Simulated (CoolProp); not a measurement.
Saturated liquid density (kg/m³) of n-butane: the reference equation beside estimates from Tc = 425.1 K, pc = 3796 kPa, ω = 0.201. Rackett uses Z = 0.29056 − 0.08775 ω.

Model: reference Helmholtz-energy equation of state, Bücker 2006, in CoolProp.

| T (K) | reference | Rackett | van der Waals |
|---|---|---|---|
| 262.7 | 611.8 | 613.3 | 380.0 |
| 273.1 | 600.8 | 602.0 | 373.3 |
| 283.5 | 589.4 | 590.5 | (withheld) |
| 293.9 | 577.7 | 578.5 | 359.0 |
| 304.4 | (withheld) | (withheld) | 351.2 |
| 314.8 | 552.9 | 553.1 | 343.2 |
| 325.2 | 539.7 | 539.7 | 334.7 |
| 335.6 | (withheld) | 525.5 | 325.8 |
| 346 | 511.1 | 510.6 | 316.2 |

Some entries are withheld; supply them.


- 283.5, van der Waals: 366.3
- 304.4, reference: 565.5
- 304.4, Rackett: 566.0
- 335.6, reference: 525.8

Absolute difference from the reference over all 9 rows, mean and median: Rackett 0.1 and 0.1 %, van der Waals 37.9 and 37.9 %.
